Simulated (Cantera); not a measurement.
An isothermal, constant-pressure homogeneous reactor starts with CH₄ : CO₂ : H₂ = 1 : 0.79 : 0.31 (molar parts), at 1375 K and 1.00 atm. Integrator tolerance rtol = 1e-08.

Model: GRI-Mech 3.0 (53 species, 325 reactions), integrated in Cantera.

Task: What does this change do: temperature 1375 to 1675 K?

Result: 
| quantity | before | after |
|---|---|---|
| x(CH₄) at 8.00 s | 0.247 (gas-phase equilibrium 0.0524) | 0.0114 (gas-phase equilibrium 0.00973) |
| x(CO₂) at 8.00 s | 0.176 (gas-phase equilibrium 1.04e-5) | 0.00255 (gas-phase equilibrium 1.09e-6) |
| x(H₂) at 8.00 s | 0.208 (gas-phase equilibrium 0.518) | 0.545 (gas-phase equilibrium 0.557) |
| x(C₂H) at 8.00 s | 2.49e-10 (gas-phase equilibrium 5.45e-12) | 2.18e-8 (gas-phase equilibrium 1.67e-8) |
| x(CO) at 8.00 s | 0.147 (gas-phase equilibrium 0.428) | 0.400 (gas-phase equilibrium 0.410) |
| x(O) at 8.00 s | <1e-12 (gas-phase equilibrium <1e-12) | 7.17e-12 (gas-phase equilibrium <1e-12) |
| x(CH₃) at 8.00 s | 2.35e-5 (gas-phase equilibrium 4.97e-6) | 3.64e-5 (gas-phase equilibrium 3.07e-5) |

Task: What does this change do: CH4 1 to 0.25 parts?

Result: 
```csv
quantity,before,after
x(CH₄) at 8.00 s,0.247 (gas-phase equilibrium 0.0524),0.112 (gas-phase equilibrium 1.23e-6)
x(CO₂) at 8.00 s,0.176 (gas-phase equilibrium 1.04e-5),0.342 (gas-phase equilibrium 0.127)
x(H₂) at 8.00 s,0.208 (gas-phase equilibrium 0.518),0.101 (gas-phase equilibrium 0.273)
x(C₂H) at 8.00 s,2.49e-10 (gas-phase equilibrium 5.45e-12),1.49e-10 (gas-phase equilibrium <1e-12)
x(CO) at 8.00 s,0.147 (gas-phase equilibrium 0.428),0.209 (gas-phase equilibrium 0.435)
x(O) at 8.00 s,<1e-12 (gas-phase equilibrium <1e-12),<1e-12 (gas-phase equilibrium <1e-12)
x(CH₃) at 8.00 s,2.35e-5 (gas-phase equilibrium 4.97e-6),1.51e-5 (gas-phase equilibrium 1.61e-10)
```

Task: What does this change do: temperature 1375 to 1975 K?

Result: 
| quantity | before | after |
|---|---|---|
| x(CH₄) at 8.00 s | 0.247 (gas-phase equilibrium 0.0524) | 0.00124 (gas-phase equilibrium 0.00124) |
| x(CO₂) at 8.00 s | 0.176 (gas-phase equilibrium 1.04e-5) | 5.62e-7 (gas-phase equilibrium 5.65e-7) |
| x(H₂) at 8.00 s | 0.208 (gas-phase equilibrium 0.518) | 0.565 (gas-phase equilibrium 0.565) |
| x(C₂H) at 8.00 s | 2.49e-10 (gas-phase equilibrium 5.45e-12) | 8.20e-7 (gas-phase equilibrium 8.20e-7) |
| x(CO) at 8.00 s | 0.147 (gas-phase equilibrium 0.428) | 0.407 (gas-phase equilibrium 0.407) |
| x(O) at 8.00 s | <1e-12 (gas-phase equilibrium <1e-12) | <1e-12 (gas-phase equilibrium <1e-12) |
| x(CH₃) at 8.00 s | 2.35e-5 (gas-phase equilibrium 4.97e-6) | 4.45e-5 (gas-phase equilibrium 4.45e-5) |
